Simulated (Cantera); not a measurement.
Cantera run, input and output.

```python
import numpy as np
import cantera as ct

gas = ct.Solution("gri30.yaml")
gas.TPX = 1723, 31000, {'CH4': 1, 'CO2': 2.1, 'H2': 0.11}
reactor = ct.IdealGasConstPressureReactor(gas, energy="off", clone=False)
net = ct.ReactorNet([reactor])
net.rtol, net.atol = 1e-08, 1e-18
show = ['CH4', 'CO2', 'H2', 'HO2', 'C2H']
times = np.geomspace(2e-05, 2, 13)

steps = ct.SolutionArray(gas, extra=["t"])
rows = []
print(f"{'t/s':>10s}{'T/K':>9s}{'P/Pa':>11s}" + "".join(f"{s:>11s}" for s in show))
for t in times:
    while net.time < t:
        t_next = net.step()
        steps.append(gas.state, t=t_next)
    rows.append([np.interp(t, steps.t, y) for y in (steps.T, steps.P, *steps(*show).X.T)])
    print(f"{t:10.3e}{rows[-1][0]:9.1f}{rows[-1][1]:11.4g}" + "".join(f"{x:11.3e}" for x in rows[-1][2:]))
rate = np.gradient(steps.T, steps.t)
print("integrator steps:", len(steps.t))
if steps.T.max() > steps.T[0] + 200:
    print(f"time of steepest temperature rise: {steps.t[rate.argmax()]:.4e} s")
gas.TPX = 1723, 31000, {'CH4': 1, 'CO2': 2.1, 'H2': 0.11}
gas.equilibrate("TP")
print(f"equilibrium (TP): T = {gas.T:.1f} K  " + "  ".join(f"{s} {gas[s].X[0]:.3e}" for s in show))
```

It prints:

```
       t/s      T/K       P/Pa        CH4        CO2         H2        HO2        C2H
 2.000e-05   1723.0    3.1e+04  3.114e-01  6.542e-01  3.432e-02  3.203e-14  2.908e-17
 5.220e-05   1723.0    3.1e+04  3.112e-01  6.541e-01  3.440e-02  6.965e-14  3.100e-15
 1.363e-04   1723.0    3.1e+04  3.106e-01  6.539e-01  3.466e-02  1.051e-13  3.683e-13
 3.557e-04   1723.0    3.1e+04  3.083e-01  6.531e-01  3.586e-02  1.364e-13  3.917e-11
 9.283e-04   1723.0    3.1e+04  2.974e-01  6.486e-01  4.359e-02  1.940e-13  2.365e-09
 2.423e-03   1723.0    3.1e+04  2.592e-01  6.262e-01  7.667e-02  3.527e-13  3.604e-08
 6.325e-03   1723.0    3.1e+04  1.926e-01  5.673e-01  1.333e-01  6.858e-13  1.271e-07
 1.651e-02   1723.0    3.1e+04  1.136e-01  4.586e-01  1.636e-01  1.203e-12  2.430e-07
 4.309e-02   1723.0    3.1e+04  4.327e-02  2.983e-01  1.353e-01  1.790e-12  4.189e-07
 1.125e-01   1723.0    3.1e+04  1.404e-02  1.914e-01  1.318e-01  2.056e-12  5.101e-07
 2.936e-01   1723.0    3.1e+04  1.064e-02  1.421e-01  1.756e-01  9.946e-13  2.625e-07
 7.662e-01   1723.0    3.1e+04  7.130e-03  1.041e-01  2.223e-01  4.719e-13  9.537e-08
 2.000e+00   1723.0    3.1e+04  3.070e-03  8.193e-02  2.562e-01  2.813e-13  1.735e-08
integrator steps: 1523
equilibrium (TP): T = 1723.0 K  CH4 2.988e-09  CO2 7.503e-02  H2 2.688e-01  HO2 2.451e-13  C2H 1.719e-18
```

Computed with Cantera and GRI-Mech 3.0 (53 species, 325 reactions).
